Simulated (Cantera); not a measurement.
# c-C₄F₈ + Si + H₂ (fluorocarbon and chlorocarbon gases)

Charge: 1 mol c-C₄F₈, 0.27 mol Si, a varied amount of H₂, held at 1923.15 K and 0.300 bar.

Cantera equilibrium calculation (NASA polynomials, part measured and part estimated; ideal gas, pure solids and liquids). Candidate condensed phases: C, C₆H₆, C₇H₈, C₈H₁₈, Si, SiC; 113 gas species. The feed counts by its element totals alone. Gases not in the tables: C₂F₆ and larger saturated fluorocarbons. Kinetics and transport are ignored.

From 0.52 mol H₂ to 3.4 mol H₂ the condensed part is C(graphite). The main Si-bearing gas is SiF₄ throughout.

```csv
n(H₂) (mol),x HF,x CF₄,x SiF₄,x CF₂,x CF₃,x F,x CHF₃,n C(graphite)
0.52,0.372,0.521,0.0966,0.00757,0.00140,0.00111,1.41e-5,2.52
0.61,0.417,0.482,0.0922,0.00728,0.00132,0.00108,1.51e-5,2.56
0.72,0.465,0.438,0.0873,0.00695,0.00123,0.00106,1.61e-5,2.62
0.84,0.513,0.396,0.0825,0.00660,0.00114,0.00103,1.69e-5,2.68
0.98,0.562,0.352,0.0775,0.00622,0.00104,0.00100,1.74e-5,2.75
1.1,0.600,0.318,0.0737,0.00592,0.000968,0.000977,1.77e-5,2.81
1.3,0.656,0.269,0.0681,0.00544,0.000853,0.000937,1.78e-5,2.91
1.6,0.725,0.208,0.0612,0.00478,0.000703,0.000878,1.73e-5,3.06
1.8,0.764,0.173,0.0573,0.00437,0.000613,0.000839,1.66e-5,3.16
2.1,0.813,0.129,0.0523,0.00377,0.000493,0.000780,1.53e-5,3.31
2.5,0.868,0.0814,0.0469,0.00299,0.000348,0.000695,1.29e-5,3.51
2.9,0.912,0.0426,0.0425,0.00217,0.000214,0.000591,9.85e-6,3.71
3.4,0.957,0.00379,0.0380,0.000646,3.49e-5,0.000323,3.08e-6,3.97
```
x: gas mole fraction; n: condensed amount in mol.
